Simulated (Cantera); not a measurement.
Charge: 1 mol Si, 0.019 mol N2O, 38 mol N2, 0.091 mol O2, at 1330 Pa.

Method: chemical equilibrium by Gibbs-energy minimisation in Cantera with the NASA 1993 tables (ideal gas, pure condensed phases). Candidate condensed phases: Si, SiO2, Si2N2O, Si3N4; 16 gas species. Kinetics and transport are ignored.

Problem. At 1748 K, list the 3 most abundant gas species with their mole fractions, and the condensed phases.

Solution. N2 0.995, SiO 0.00533, Si 4.64e-5. Condensed: Si3N4(s).
